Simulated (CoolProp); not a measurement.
Vapour-liquid equilibrium of benzene (1) + octamethylcyclotetrasiloxane (D4) (2) at 339.9 K; x and y are mole fractions of (1).

The numbers come from the multi-fluid Helmholtz-energy mixture model, Thol 2012 and Thol 2015; pair parameters Bell 2016 in CoolProp.

Question: Give the bubble pressure and the first vapour's composition at x = 0.25, 0.45, 0.95. Is there an azeotrope?

Answer: x = 0.25: 0.1808 bar, y = 0.923; x = 0.45: 0.3133 bar, y = 0.967; x = 0.95: 0.6260 bar, y = 0.998. No azeotrope shows between x = 0.05 and 0.95.

The pair parameters rest on a limited set of measurements; away from them the model extrapolates. The gap from Raoult's law changes sign with composition, which may be real or a fault of the pair parameters; it wasn't checked against measurements.
